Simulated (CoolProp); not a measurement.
Properties of CH2F2 (R32) at several states (Tc = 78.1 °C, pc = 5783 kPa, ω = 0.277).

Values from CoolProp's reference Helmholtz-energy equation of state, Tillner-Roth 1997.

```
T (°C)  p (kPa)   phase       Z  speed of sound (m/s)  isothermal compressibility (1/MPa)  conductivity (mW/(m K))  fugacity coefficient
------  -------  ------  ------  --------------------  ----------------------------------  -----------------------  --------------------
41.45     12500  liquid  0.2593                 593.3                            0.005582                      132                0.1911
155.65      912     gas  0.9702                 279.6                               1.130                     27.1                0.9707
63.95      6820  liquid  0.1577                 379.9                             0.02088                      106                0.4551
155.45     14.4     gas  0.9995                 284.6                               69.48                     25.8                0.9995
```

Thermal conductivity comes from a separate model (Huber 2003), an estimate that may be off by 10 % or more.
